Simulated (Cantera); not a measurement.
**Reactions in the system Fe-H-O**

Standard-state values (1 bar) from the NASA 1993 polynomials, evaluated with Cantera. Values are per mole of reaction as written; species without (g) are pure solids or liquids, kept so even where they would boil at 1 bar.

6 H(g) + 2 Fe2O3 ⇌ 3 H2O2(g) + 4 Fe

```csv
T (K),ΔH° (kJ),ΔS° (J/K),ΔG° (kJ),log10 K
300,-66.5,-50.9,-51.2,8.92
523,-91.9,-114.1,-32.3,3.22
573,-97.8,-124.8,-26.3,2.40
623,-103.7,-134.7,-19.8,1.66
673,-109.8,-144.1,-12.8,1.00
723,-116.0,-153.0,-5.4,0.39
773,-122.3,-161.4,2.5,-0.17
823,-128.5,-169.1,10.7,-0.68
873,-134.3,-176.0,19.4,-1.16
```
